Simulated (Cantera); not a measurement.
# BCl₃ + H₂O + H₂ (boron, boron nitride and boron oxide)

Charge: 1 mol BCl₃, 6.8 mol H₂O, 5.4 mol H₂, equilibrated at 24.8 Torr.

These are equilibrium values from Cantera (NASA tables, ideal gas, pure condensed phases), not measurements of a reactor. Candidate condensed phases: B, B₂O₃, B₃O₃H₃, H₂O; 33 gas species. The tables' values for BOCl are old estimates; treat these amounts as uncertain. Rates play no part.

From 1823 K to 2148 K nothing is condensed. The main B-bearing gas is HBO₂ throughout.

```json
[
 {"T (K)": "1823", "log p H₂": "-1.90", "log p H₂O": "-1.95", "log p HCl": "-2.16", "log p HBO₂": "-2.65", "log p H": "-4.31", "log p Cl": "-4.69", "log p B₂O₃": "-4.46"},
 {"T (K)": "1848", "log p H₂": "-1.90", "log p H₂O": "-1.95", "log p HCl": "-2.16", "log p HBO₂": "-2.65", "log p H": "-4.23", "log p Cl": "-4.60", "log p B₂O₃": "-4.44"},
 {"T (K)": "1873", "log p H₂": "-1.90", "log p H₂O": "-1.95", "log p HCl": "-2.16", "log p HBO₂": "-2.65", "log p H": "-4.14", "log p Cl": "-4.52", "log p B₂O₃": "-4.43"},
 {"T (K)": "1898", "log p H₂": "-1.90", "log p H₂O": "-1.95", "log p HCl": "-2.16", "log p HBO₂": "-2.65", "log p H": "-4.06", "log p Cl": "-4.44", "log p B₂O₃": "-4.41"},
 {"T (K)": "1923", "log p H₂": "-1.90", "log p H₂O": "-1.95", "log p HCl": "-2.16", "log p HBO₂": "-2.65", "log p H": "-3.98", "log p Cl": "-4.36", "log p B₂O₃": "-4.39"},
 {"T (K)": "1948", "log p H₂": "-1.90", "log p H₂O": "-1.95", "log p HCl": "-2.16", "log p HBO₂": "-2.66", "log p H": "-3.90", "log p Cl": "-4.28", "log p B₂O₃": "-4.38"},
 {"T (K)": "1973", "log p H₂": "-1.90", "log p H₂O": "-1.95", "log p HCl": "-2.16", "log p HBO₂": "-2.66", "log p H": "-3.82", "log p Cl": "-4.21", "log p B₂O₃": "-4.36"},
 {"T (K)": "1998", "log p H₂": "-1.91", "log p H₂O": "-1.95", "log p HCl": "-2.16", "log p HBO₂": "-2.66", "log p H": "-3.75", "log p Cl": "-4.13", "log p B₂O₃": "-4.35"},
 {"T (K)": "2023", "log p H₂": "-1.91", "log p H₂O": "-1.95", "log p HCl": "-2.16", "log p HBO₂": "-2.66", "log p H": "-3.67", "log p Cl": "-4.06", "log p B₂O₃": "-4.33"},
 {"T (K)": "2048", "log p H₂": "-1.91", "log p H₂O": "-1.95", "log p HCl": "-2.17", "log p HBO₂": "-2.66", "log p H": "-3.60", "log p Cl": "-3.99", "log p B₂O₃": "-4.32"},
 {"T (K)": "2073", "log p H₂": "-1.91", "log p H₂O": "-1.95", "log p HCl": "-2.17", "log p HBO₂": "-2.66", "log p H": "-3.53", "log p Cl": "-3.93", "log p B₂O₃": "-4.31"},
 {"T (K)": "2098", "log p H₂": "-1.91", "log p H₂O": "-1.95", "log p HCl": "-2.17", "log p HBO₂": "-2.67", "log p H": "-3.47", "log p Cl": "-3.86", "log p B₂O₃": "-4.29"},
 {"T (K)": "2123", "log p H₂": "-1.91", "log p H₂O": "-1.95", "log p HCl": "-2.17", "log p HBO₂": "-2.67", "log p H": "-3.40", "log p Cl": "-3.80", "log p B₂O₃": "-4.28"},
 {"T (K)": "2148", "log p H₂": "-1.91", "log p H₂O": "-1.96", "log p HCl": "-2.17", "log p HBO₂": "-2.67", "log p H": "-3.34", "log p Cl": "-3.73", "log p B₂O₃": "-4.27"}
]
```
log p: log10 of the partial pressure in bar; nothing condenses.
